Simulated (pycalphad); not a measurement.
Source of the numbers: pycalphad with the COST 507 light-alloy database (1999); pressure 1 atm. These are 1990s assessments: newer ones move some temperatures and phases. Amounts are mole fractions of atoms. Diffusion is slow at the low end, where real alloys seldom reach equilibrium.

Question: Give the equilibrium state of Si-3.84Mg (at.%) at 1325 K.

Answer: diamond (Si), fraction 0.905, with no Mg at.%; liquid, fraction 0.095, with 40.4 Mg at.%.

Question: Give the equilibrium state of Si-3.84Mg (at.%) at 475 K.

Answer: diamond (Si), fraction 0.942, with no Mg at.%; MG2SI, fraction 0.058, with 66.7 Mg at.%.

Database names, with the compositions (at.%) that they take in these runs: MG2SI: Mg 67 Si 33. An entry "none" or "no" means that the model of the phase leaves that element out.
